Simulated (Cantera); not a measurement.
Input: 1 mol SiHCl3, 0.78 mol C2H4, 1.6 mol H2, equilibrated at 0.00830 bar.

Equilibrium computed with Cantera from the NASA thermochemical tables; the gas is ideal and each condensed phase is pure. Candidate condensed phases: C, C6H6, C7H8, C8H18, Si, SiC; 109 gas species. The tables' values for SiCl, SiCl3 are old estimates; treat these amounts as uncertain. Equilibrium is a limit: real reactors are often held back by kinetics, nucleation or transport. All values below are at 1777 °C.

Base state: H2 0.471, HCl 0.437, SiCl2 0.0603, H 0.0171, Cl 0.0117, SiCl 0.000834, SiCl3 0.000678, Si 0.000611 (mole fractions); condensed: C(graphite) + SiC(s).

Task: What changes in the equilibrium state with this change: H2 from 1.6 to 6.9 mol?

Result: 
```
species             before     after
----------------  --------  --------
H2                   0.471     0.708
HCl                  0.437     0.250
H                   0.0171    0.0210
SiCl2               0.0603    0.0131
Cl                  0.0117   0.00548
SiCl3             0.000678   6.90e-5
SiCl              0.000834  0.000389
C(graphite), mol     0.882     0.695
SiC(s), mol          0.672     0.848
```
